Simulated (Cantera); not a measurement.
Input (Python, Cantera) and output of one run.

```python
import numpy as np
import cantera as ct

gas_names = """
    C CH CH2 CH3 CH2OH CH3O CH4 CH3OH CO CO2 COOH C2 C2H CHCO,ketyl C2H2,acetylene C2H2,vinylidene
    CH2CO,ketene C2H3,vinyl CH3CO,acetyl C2H4 C2H4O,ethylen CH3CHO,ethanal CH3COOH (HCOOH)2 C2H5 C2H6
    CH3OCH3 C2H5OH C2O C3 C3H3,propargyl C3H4,allene C3H4,propyne C3H4,cyclo- C3H5,allyl C3H6,propylene
    C3H6,cyclo- C3H6O C3H7,n-propyl C3H7,i-propyl C3H8 C3H8O,1propanol C3H8O,2propanol C3O2 C4 C4H2
    C4H4,1,3-cyclo- C4H6,butadiene C4H6,2-butyne C4H6,cyclo- C4H8,1-butene C4H8,cis2-buten
    C4H8,tr2-butene C4H8,isobutene C4H8,cyclo- (CH3COOH)2 C4H9,n-butyl C4H9,i-butyl C4H9,s-butyl
    C4H9,t-butyl C4H10,isobutane C4H10,n-butane C5 C5H6,1,3cyclo- C5H8,cyclo- C5H10,1-pentene
    C5H10,cyclo- C5H11,pentyl C5H11,t-pentyl C5H12,n-pentane C5H12,i-pentane CH3C(CH3)2CH3 C6H2
    C6H5,phenyl C6H5O,phenoxy C6H6 C6H5OH,phenol C6H10,cyclo- C6H12,1-hexene C6H12,cyclo- C6H13,n-hexyl
    C7H7,benzyl C7H8 C7H8O,cresol C7H14,1-heptene C7H15,n-heptyl C7H16,n-heptane C8H8,styrene
    C8H10,ethylbenz C8H16,1-octene C8H17,n-octyl C8H18,isooctane C8H18,n-octane C9H19,n-nonyl
    C10H8,naphthale C10H21,n-decyl C12H9,o-bipheny C12H10,bipheny H HCO HO2 H2 HCHO,formaldehy HCOOH H2O
    H2O2 O OH O2 O3 Ti TiO TiO2
""".split()
cond_names = """
    C(gr) C6H6(L) C7H8(L) C8H18(L),n-octa H2O(s) H2O(L) Ti(a) Ti(b) Ti(L) TiC(s) TiC(L) TiO(a) TiO(b)
    TiO(L) TiO2(ru) TiO2(L) Ti2O3(a) Ti2O3(b) Ti2O3(L) Ti3O5(a) Ti3O5(b) Ti3O5(L) Ti4O7(s) Ti4O7(L)
""".split()


def load(file, names, dense=False):
    # The tables refer to 1 bar. Condensed volumes are neglected.
    table = {s.name: s for s in ct.Species.list_from_file(file)}
    out = []
    for n in names:
        d = dict(table[n].input_data)
        d["thermo"] = dict(d["thermo"], **{"reference-pressure": 1e5})
        if dense:
            d["equation-of-state"] = {"model": "constant-volume", "density": "1e6 g/cm^3"}
        out.append(ct.Species.from_dict(d))
    return out


gas = ct.Solution(thermo="ideal-gas", species=load("nasa_gas.yaml", gas_names))
cond = {s.name: ct.Solution(thermo="fixed-stoichiometry", species=[s], name=s.name)
        for s in load("nasa_condensed.yaml", cond_names, dense=True)}
atoms = {
    'Ti(OiPr)4': {'Ti': 1, 'C': 12, 'H': 28, 'O': 4},
    'O2': {'O': 2},
    'H2': {'H': 2},
}
top_T = {'C(gr)': 4500}  # K; cautious upper limits of use, not melting points


def equilibrate(T, P, feed):
    n = {}
    for name, mol in feed.items():
        for a, k in atoms[name].items():
            n[a] = n.get(a, 0.0) + k * mol
    gas.TPX = T, P, n
    mass = sum(n.values()) * gas.mean_molecular_weight
    gas.equilibrate("TP")
    valid = [c for c in cond.values() if c.min_temp <= T <= top_T.get(c.name, c.max_temp)]
    mix = ct.Mixture([(gas, mass / gas.mean_molecular_weight)] + [(c, 0.0) for c in valid])
    mix.T, mix.P = T, P
    mix.equilibrate("TP", solver="vcs", rtol=1e-11, max_steps=5000)
    return mix


results = []
T = 1775  # K
P = 2500  # Pa
for m in [37, 55, 73, 90, 110, 130, 140, 160, 180]:
    feed = {'Ti(OiPr)4': 1, 'O2': 10, 'H2': m}  # mol
    mix = equilibrate(T, P, feed)
    results.append((T, P, feed, dict(zip(mix.species_names, mix.species_moles))))

top = {s: max(r[3][s] / sum(r[3][g] for g in gas_names) for r in results) for s in gas_names}
cols = sorted((s for s in top if top[s] > 0.0001), key=lambda s: -top[s])[:6]
seen = [c for c in cond_names if any(r[3].get(c, 0) > 1e-12 for r in results)]
print("log10 of partial pressures in bar; condensed amounts in mol")
print(f"{'n(H2)':>10s}" + "".join(f"{s[:9]:>10s}" for s in cols + seen))
for T, P, feed, n in results:
    ng = sum(n[g] for g in gas_names)
    print(f"{feed['H2']:10.4g}" + "".join(f"{np.log10(max(n[s] / ng * P / 1e5, 1e-99)):10.3f}" for s in cols)
          + "".join(f"{n.get(c, 0):10.4g}" for c in seen))
```

Output:

```
log10 of partial pressures in bar; condensed amounts in mol
     n(H2)        H2        CO       H2O       CO2         H  TiO2(ru)  Ti4O7(s)
        37    -1.782    -2.348    -2.432    -3.569    -4.430         1         0
        55    -1.737    -2.450    -2.533    -3.817    -4.407         1         0
        73    -1.710    -2.533    -2.615    -4.009    -4.393         1         0
        90    -1.693    -2.600    -2.681    -4.159    -4.385         1         0
       110    -1.679    -2.667    -2.737    -4.295    -4.378         0      0.25
       130    -1.669    -2.725    -2.795    -4.422    -4.373         0      0.25
       140    -1.665    -2.751    -2.821    -4.479    -4.371         0      0.25
       160    -1.658    -2.800    -2.870    -4.582    -4.367         0      0.25
       180    -1.652    -2.843    -2.913    -4.675    -4.364         0      0.25
```

Cantera equilibrium calculation (NASA polynomials, part measured and part estimated; ideal gas, pure solids and liquids). The feed counts by its element totals alone. Condensed phases not in the tables: Magnéli phases beyond Ti4O7.
